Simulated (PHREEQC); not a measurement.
Consider water at 25 °C with 5.2 mmol/kgw Cu(NO3)2, 0.14 mmol/kgw HCl and 0.32 mmol/kgw KCl. Closed to the air; pH follows from the charge balance.

Equilibrium calculation in PHREEQC: ion-association model, phreeqc.dat.

Task: The ionic strength comes out as 0.0160 mol/kgw. What activity coefficients do H+, NO3-, K+, CuCl+, Cu+2 get?

Result: H+ 0.90, NO3- 0.88, K+ 0.88, CuCl+ 0.88, Cu+2 0.62.

No solid was allowed to form.
